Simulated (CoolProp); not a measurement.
Vapour-liquid equilibrium of CH2F2 (R32) (1) + R152A (2) at 0.0143 MPa; x and y are mole fractions of (1).

Model: multi-fluid Helmholtz-energy mixture model, Tillner-Roth 1997 and Outcalt 1996; pair parameters Bell 2016, in CoolProp.

Q: Give the bubble temperature and the first vapour's composition at x = 0.15, 0.25, 0.45. Is there an azeotrope?

A: x = 0.15: 205.4 K, y = 0.462; x = 0.25: 202.1 K, y = 0.622; x = 0.45: 197.3 K, y = 0.802. No azeotrope shows between x = 0.05 and 0.95.

The pair parameters rest on a limited set of measurements; away from them the model extrapolates.
